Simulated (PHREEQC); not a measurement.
Model water analysis in mg/kgw, 25 °C, pH 6.37, pe 11.2: Na 0.389; K 0.0457; Ca 4.14; Mg 0.0334; Cl 1.63; S(6) as SO4 3.05; Alkalinity as HCO3 7.24; Ba 0.0143.

Cl is adjusted to close the charge balance.
Valence states are taken as typed.

All values are PHREEQC results (ion-association model, wateq4f.dat), not measurements.

```
Item                      Result
--------------  ----------------
ionic strength  0.000362 mol/kgw
```

```tsv
species	molality	activity	log γ
HCO3-	0.000119	0.000116	-0.009
CO2	0.000112	0.000112	0.000
Ca+2	0.000103	9.41e-5	-0.038
Cl-	4.55e-5	4.45e-5	-0.009
SO4-2	3.12e-5	2.86e-5	-0.038
Na+	1.69e-5	1.65e-5	-0.009
Mg+2	1.36e-6	1.25e-6	-0.037
K+	1.17e-6	1.14e-6	-0.009
CaSO4	5.37e-7	5.37e-7	0.000
H+	4.36e-7	4.27e-7	-0.009
CaHCO3+	1.43e-7	1.40e-7	-0.009
```

Precipitation was switched off in this run.
